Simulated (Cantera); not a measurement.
A perfectly stirred reactor is fed with H2 : O2 : N2 = 0.83 : 1 : 0.86 (molar parts), equivalence ratio 0.41, at 65000 Pa; it is held at 1400 K, and followed from long to short residence time.

Computed with Cantera and GRI-Mech 3.0 (53 species, 325 reactions). The temperature is held fixed by assumption; the heat of reaction is taken as removed at once.

Q: What does this change do: temperature 1400 to 823 K?

A: 
```tsv
quantity	before	after
x(H2) at τ = 4.80 s	2.31e-5	0.297
x(O2) at τ = 4.80 s	0.257	0.367
x(H) at τ = 4.80 s	2.35e-7	9.58e-9
x(O) at τ = 4.80 s	7.47e-6	1.60e-9
x(NO) at τ = 4.80 s	6.29e-7	<1e-12
x(H2) at τ = 0.130 s	0.000256	0.309
x(O2) at τ = 0.130 s	0.257	0.372
x(H) at τ = 0.130 s	8.70e-6	1.46e-11
x(O) at τ = 0.130 s	8.73e-5	2.46e-12
x(NO) at τ = 0.130 s	7.09e-7	<1e-12
```
Below about 950 K walls govern HO2 and H2O2 in real vessels.

Q: What does this change do: H2 0.83 to 0.17 parts?

A: 
| quantity | before | after |
|---|---|---|
| x(H2) at τ = 4.80 s | 2.31e-5 | 7.45e-6 |
| x(O2) at τ = 4.80 s | 0.257 | 0.470 |
| x(H) at τ = 4.80 s | 2.35e-7 | 8.42e-8 |
| x(O) at τ = 4.80 s | 7.47e-6 | 1.06e-5 |
| x(NO) at τ = 4.80 s | 6.29e-7 | 1.18e-6 |
| x(H2) at τ = 0.130 s | 0.000256 | 7.89e-5 |
| x(O2) at τ = 0.130 s | 0.257 | 0.470 |
| x(H) at τ = 0.130 s | 8.70e-6 | 3.18e-6 |
| x(O) at τ = 0.130 s | 8.73e-5 | 0.000121 |
| x(NO) at τ = 0.130 s | 7.09e-7 | 9.10e-7 |

Q: What does this change do: temperature 1400 to 1150 K?

A: 
```tsv
quantity	before	after
x(H2) at τ = 4.80 s	2.31e-5	0.000285
x(O2) at τ = 4.80 s	0.257	0.257
x(H) at τ = 4.80 s	2.35e-7	1.58e-7
x(O) at τ = 4.80 s	7.47e-6	1.34e-6
x(NO) at τ = 4.80 s	6.29e-7	2.10e-8
x(H2) at τ = 0.130 s	0.000256	0.00270
x(O2) at τ = 0.130 s	0.257	0.258
x(H) at τ = 0.130 s	8.70e-6	5.57e-6
x(O) at τ = 0.130 s	8.73e-5	2.69e-5
x(NO) at τ = 0.130 s	7.09e-7	1.93e-8
```
